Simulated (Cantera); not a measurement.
Charge: 1 mol C2H5OH, 0.73 mol NH3, 30 mol H2, 0.0072 mol O2, equilibrated at 1.00 bar.

These are equilibrium values from Cantera (NASA tables, ideal gas, pure condensed phases), not measurements of a reactor. Candidate condensed phases: C, C6H6, C7H8, C8H18, H2O; 136 gas species. Equilibrium is a limit: real reactors are often held back by kinetics, nucleation or transport.

### Question
What share of the C ends up in condensed phases as a function of T (°C), at 752, 952, 1152, 1352, 1552, 1752, 1952?

### Answer
```json
[
 {"T (°C)": "752", "C condensed (%)": "0.0", "as": "-"},
 {"T (°C)": "952", "C condensed (%)": "29.5", "as": "C(graphite)"},
 {"T (°C)": "1152", "C condensed (%)": "43.2", "as": "C(graphite)"},
 {"T (°C)": "1352", "C condensed (%)": "46.4", "as": "C(graphite)"},
 {"T (°C)": "1552", "C condensed (%)": "46.1", "as": "C(graphite)"},
 {"T (°C)": "1752", "C condensed (%)": "42.6", "as": "C(graphite)"},
 {"T (°C)": "1952", "C condensed (%)": "33.2", "as": "C(graphite)"}
]
```
